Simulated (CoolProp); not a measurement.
Vapour-liquid equilibrium of R142b (1) + R113 (2) at 3.65 °C; x and y are mole fractions of (1).

Values from CoolProp's multi-fluid Helmholtz-energy mixture model, Lemmon 2006 and Marx 1992; pair parameters Bell 2016.

```
x     bubble pressure, mixture model (MPa)  bubble pressure, Raoult's law (MPa)  y, mixture model  y, Raoult's law
----  ------------------------------------  -----------------------------------  ----------------  ---------------
0.05                               0.02823                              0.02528        (withheld)            0.327
0.2                             (withheld)                              0.04742             0.735            0.698
0.35                               0.08002                              0.06955             0.842            0.833
0.5                                 0.1009                              0.09168             0.897            0.902
0.65                                0.1200                               0.1138             0.934            0.945
0.8                             (withheld)                               0.1360             0.963            0.974
0.95                                0.1584                               0.1581             0.991            0.994
```

What belongs in the gaps?


- 0.05, y, mixture model: 0.393
- 0.2, bubble pressure, mixture model (MPa): 0.05615
- 0.8, bubble pressure, mixture model (MPa): 0.1387

The largest gap from Raoult's law is +18.4 % in bubble pressure, at x = 0.2. No azeotrope shows between x = 0.05 and 0.95.

Pair parameters are fitted to limited data, so mixtures are less certain than the pure fluids.
